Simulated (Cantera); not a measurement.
## Stirred combustor or abatement burner

A perfectly stirred reactor is fed with 5.48 % CH₄, 0.208 % CO, 19.8 % O₂, 74.5 % N₂, equivalence ratio 0.56, at 5.72 atm; it is adiabatic with a 325 K inlet, and is followed from long to short residence time, starting on the burning branch (τ in s: 0.035, 0.014, 0.0056, 0.0022, 0.0009, 0.00036, 0.00014, 5.8e-05, 2.3e-05, 9.3e-06, 3.7e-06).

Detailed kinetics in Cantera: GRI-Mech 3.0 (53 species, 325 reactions).

```
τ (s)    T (K)     x CH₄      x CO    x O₂   x CO₂    x CH₃
-------  -----  --------  --------  ------  ------  -------
0.035     1612   2.93e-5  0.000336  0.0874  0.0566  4.44e-6
0.014     1608   5.69e-5  0.000676  0.0876  0.0562  8.51e-6
0.0056    1600  0.000114   0.00139  0.0881  0.0554  1.62e-5
0.0022    1583  0.000258   0.00315  0.0893  0.0534  3.23e-5
0.00090    325    0.0548   0.00208   0.198  <1e-12   <1e-12
0.00036    325    0.0548   0.00208   0.198  <1e-12   <1e-12
0.00014    325    0.0548   0.00208   0.198  <1e-12   <1e-12
5.8e-5     325    0.0548   0.00208   0.198  <1e-12   <1e-12
2.3e-5     325    0.0548   0.00208   0.198  <1e-12   <1e-12
9.3e-6     325    0.0548   0.00208   0.198  <1e-12   <1e-12
3.7e-6     325    0.0548   0.00208   0.198  <1e-12   <1e-12
```
x: mole fraction; the columns are a selection and need not sum to one.
